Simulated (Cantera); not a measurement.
Silicon oxide and oxynitride deposition: SiCl4 + O2 + N2

Input: 1 mol SiCl4, 0.26 mol O2, a varied amount of N2, at 1777 °C and 0.0100 bar.

Equilibrium computed with Cantera from the NASA thermochemical tables; the gas is ideal and each condensed phase is pure. Candidate condensed phases: Si, SiO2, Si2N2O, Si3N4; 23 gas species. The tables' values for SiCl3, SiCl are old estimates; treat these amounts as uncertain. Kinetics and transport are ignored.

From 7.4 mol N2 to 160 mol N2 nothing is condensed. The main Si-bearing gas is SiO throughout.

```
n(N2) (mol)  log p N2  log p Cl  log p SiO  log p SiCl2  log p SiCl3  log p SiCl4
-----------  --------  --------  ---------  -----------  -----------  -----------
7.4             -2.18     -2.60      -3.34        -3.51        -4.05        -4.55
20              -2.08     -2.91      -3.66        -3.76        -4.61        -5.43
32              -2.05     -3.08      -3.84        -3.92        -4.94        -5.93
45              -2.04     -3.21      -3.97        -4.04        -5.19        -6.32
57              -2.03     -3.31      -4.07        -4.13        -5.38        -6.59
69              -2.02     -3.38      -4.15        -4.20        -5.53        -6.82
82              -2.02     -3.45      -4.22        -4.27        -5.67        -7.03
94              -2.02     -3.51      -4.28        -4.33        -5.78        -7.20
110             -2.02     -3.58      -4.34        -4.39        -5.91        -7.39
120             -2.01     -3.61      -4.38        -4.43        -5.98        -7.50
130             -2.01     -3.65      -4.41        -4.46        -6.04        -7.60
140             -2.01     -3.68      -4.44        -4.49        -6.11        -7.69
160             -2.01     -3.73      -4.50        -4.55        -6.22        -7.86
```
log p: log10 of the partial pressure in bar; nothing condenses.
